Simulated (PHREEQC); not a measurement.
Consider water at 25 °C with 0.5 mol KCl, 0.044 mol MgSO4 and 3.7 mol MgCl2 per kg of water. Closed to the air; pH follows from the charge balance.

Equilibrium calculation in PHREEQC: Pitzer model, pitzer.dat.

Precipitation was switched off in this run.

**Question.** Estimate the activity of water, density.

**Answer.** activity of water 0.596; density 1.247 g/cm³.
